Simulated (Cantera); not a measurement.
Feed: 1 mol SiHCl3, 16 mol N2, equilibrated at 0.0133 bar.

Method: chemical equilibrium by Gibbs-energy minimisation in Cantera with the NASA 1993 tables (ideal gas, pure condensed phases). Candidate condensed phases: NH4Cl, Si, Si3N4; 28 gas species. N2 is the only nitrogen source here; it is nearly inert below about 1500 K, so the nitride shown seldom forms there in practice. The tables' values for SiCl3 are old estimates; treat these amounts as uncertain. Equilibrium is a limit: real reactors are often held back by kinetics, nucleation or transport.

x: gas mole fraction; n: condensed amount in mol.

```
T (K)   x N2   x HCl   x SiCl2  x SiCl4   x SiCl3     x H2  n Si3N4(s)
-----  -----  ------  --------  -------  --------  -------  ----------
1123   0.914  0.0515   5.34e-5   0.0305  0.000362  0.00337       0.156
1173   0.914  0.0518  0.000190   0.0300  0.000762  0.00319       0.156
1223   0.914  0.0521       [?]   0.0292   0.00149  0.00305       0.154
1273   0.913  0.0521   0.00173   0.0276   0.00270  0.00296       0.149
1323   0.911  0.0520       [?]      [?]   0.00449  0.00294       0.139
1373   0.908  0.0515    0.0101   0.0203   0.00665  0.00303       0.119
1423   0.904  0.0504    0.0197   0.0140   0.00837  0.00333      0.0870
1473   0.899  0.0485    0.0323  0.00767   0.00851  0.00399      0.0470
1523   0.895  0.0456    0.0442  0.00326   0.00694  0.00519     0.00946
```

Fill in the missing entries.


- 1323, x SiCl2: 0.00445
- 1323, x SiCl4: 0.0248
- 1223, x SiCl2: 0.000607
